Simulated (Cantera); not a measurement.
Cantera run:

```python
import numpy as np
import cantera as ct

gas_names = """
    AL ALH ALI ALI3 ALO ALOH ALO2 ALO2H AL2 AL2I6 AL2O AL2O2 H HALO HI HO2 H2 H2O H2O2 I I2 O OH O2 O3
""".split()
cond_names = """
    AL(cr) AL(L) ALI3(s) ALI3(L) AL2O3(a) AL2O3(L) H2O(s) H2O(L) I2(cr) I2(L)
""".split()


# ... load() reads the species with a 1 bar reference pressure and builds the phases ...
atoms = {
    'Al': {'AL': 1},
    'I2': {'I': 2},
    'O2': {'O': 2},
    'H2O': {'H': 2, 'O': 1},
}
top_T = {}  # K; cautious upper limits of use, not melting points


# ... equilibrate(T, P, feed) seeds the gas with the atoms and calls Mixture.equilibrate('TP', solver="vcs", rtol=1e-11, max_steps=5000) ...
results = []
feed = {'Al': 1, 'I2': 0.019, 'O2': 0.013, 'H2O': 0.26}  # mol
P = 1500  # Pa
for T in [973, 1023, 1073, 1123, 1173, 1223, 1273, 1323, 1373, 1423, 1473, 1523, 1573, 1623]:
    mix = equilibrate(T, P, feed)
    results.append((T, P, feed, dict(zip(mix.species_names, mix.species_moles))))

top = {s: max(r[3][s] / sum(r[3][g] for g in gas_names) for r in results) for s in gas_names}
cols = sorted((s for s in top if top[s] > 0.001), key=lambda s: -top[s])[:6]
seen = [c for c in cond_names if any(r[3].get(c, 0) > 1e-12 for r in results)]
print("log10 of partial pressures in bar; condensed amounts in mol")
print(f"{'T/K':>10s}" + "".join(f"{s[:9]:>10s}" for s in cols + seen))
for T, P, feed, n in results:
    ng = sum(n[g] for g in gas_names)
    print(f"{T:10.4g}" + "".join(f"{np.log10(max(n[s] / ng * P / 1e5, 1e-99)):10.3f}" for s in cols)
          + "".join(f"{n.get(c, 0):10.4g}" for c in seen))
```

It prints:

```
log10 of partial pressures in bar; condensed amounts in mol
       T/K        H2       ALI      ALI3      AL2O        AL     AL(L)  AL2O3(a)
       973    -1.864    -3.015    -3.464   -12.237   -10.750    0.7844   0.09533
      1023    -1.875    -2.824    -3.827   -11.222    -9.927    0.7772   0.09533
      1073    -1.881    -2.743    -4.430   -10.304    -9.183    0.7729   0.09533
      1123    -1.883    -2.724    -5.139    -9.471    -8.506    0.7717   0.09533
      1173    -1.883    -2.720    -5.826    -8.711    -7.888    0.7715   0.09533
      1223    -1.883    -2.719    -6.462    -8.015    -7.321    0.7714   0.09533
      1273    -1.883    -2.719    -7.046    -7.376    -6.800    0.7714   0.09533
      1323    -1.883    -2.719    -7.585    -6.787    -6.319    0.7714   0.09533
      1373    -1.883    -2.719    -8.082    -6.243    -5.873    0.7714   0.09533
      1423    -1.883    -2.720    -8.542    -5.738    -5.460    0.7713   0.09532
      1473    -1.884    -2.720    -8.970    -5.270    -5.076    0.7711    0.0953
      1523    -1.884    -2.721    -9.369    -4.833    -4.717    0.7706   0.09524
      1573    -1.886    -2.722    -9.743    -4.426    -4.382    0.7696   0.09508
      1623    -1.889    -2.725   -10.098    -4.045    -4.068    0.7672   0.09473
```

These are equilibrium values from Cantera (NASA tables, ideal gas, pure condensed phases), not measurements of a reactor. Mutual solubility and eutectic melting of coexisting phases are not modelled.
